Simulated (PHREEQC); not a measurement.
1 kg of water holding 0.0044 mol MgCl2, 0.26 mol NaCl and 0.071 mol CaCl2 is evaporated at 75 °C; the solids stay in contact with the brine. No CO2 enters from the air. The run lets Bischofite, Brucite, Halite, Portlandite, MgCl2_4H2O precipitate or redissolve, and no other solid.

The numbers come from PHREEQC with the Pitzer model, pitzer.dat.

Task: Predict ionic strength, water activity at water left (kg) = 0.2533, 0.07809.

Result: 
```csv
water left (kg),ionic strength,water activity
0.2533,1.92,0.949
0.07809,6.23,0.801
```

Away from 25 °C the constants follow the database's enthalpies or fits; those with neither stay at their 25 °C values.
